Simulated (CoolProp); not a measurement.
R13 at 298.15 K and 0.954 MPa is compressed adiabatically to 5.42 MPa with isentropic efficiency 0.6. Each further row changes one setting.

The numbers come from the reference Helmholtz-energy equation of state, Platzer 1990 in CoolProp. This equation is an older, rougher fit; its heat capacities, sound speeds and derivatives of the liquid may be far off and weren't checked against measurements.

```tsv
case	work (kJ/kg)	final temperature (K)	final density (kg/m³)
as stated	?	412.7	195
efficiency 1	39.6	?	?
efficiency 0.65	61.0	?	200
```

Question: Fill in the missing entries.

Answer: 
- as stated, work (kJ/kg): 66.0
- efficiency 1, final temperature (K): 383.8
- efficiency 1, final density (kg/m³): 227
- efficiency 0.65, final temperature (K): 407.1
